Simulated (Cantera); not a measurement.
An isothermal, constant-pressure homogeneous reactor starts with 18.9 % C2H6, 81.1 % N2, at 1848 K and 1400 Pa.

Model: GRI-Mech 3.0 (53 species, 325 reactions), integrated in Cantera. GRI-Mech 3.0 stops at C3 and has no aromatics, soot or wall deposition, so with more carbon than oxygen in the feed, carbon stays in small species such as C2H2 where larger ones or solid carbon would form. Radical loss at walls, strong at low pressure, is not modelled.

x: mole fraction; the columns are a selection and need not sum to one.

```
t (s)       x C2H6     x CH3     x CH2      x H     x H2    x C2H2     x CH4
--------  --------  --------  --------  -------  -------  --------  --------
1.00e-6      0.188   0.00145   3.81e-9  1.30e-6  2.74e-7  1.46e-12   2.15e-6
8.18e-6      0.182    0.0114   2.20e-6  2.80e-5  3.12e-5   3.65e-9  0.000140
6.69e-5      0.123    0.0615  0.000160  0.00149   0.0133  0.000134   0.00680
0.000547  0.000680    0.0256  0.000133  0.00385    0.154    0.0686    0.0518
0.00447    2.04e-5   0.00377   1.32e-5  0.00108    0.219     0.118    0.0400
0.0366         [?]       [?]       [?]      [?]      [?]     0.128       [?]
0.299      1.41e-7  0.000336   2.04e-6  0.00149    0.269     0.136   0.00304
2.45      3.48e-10       [?]       [?]  0.00235    0.272     0.137       [?]
20.0      2.66e-11   4.37e-6   4.41e-8  0.00236    0.272     0.137   2.52e-5
```

Q: Some entries are withheld; supply them.

A: 
- 0.0366, x C2H6: 3.76e-6
- 0.0366, x CH3: 0.00151
- 0.0366, x CH2: 4.74e-6
- 0.0366, x H: 0.000832
- 0.0366, x H2: 0.244
- 0.0366, x CH4: 0.0225
- 2.45, x CH3: 1.93e-5
- 2.45, x CH2: 1.93e-7
- 2.45, x CH4: 0.000112
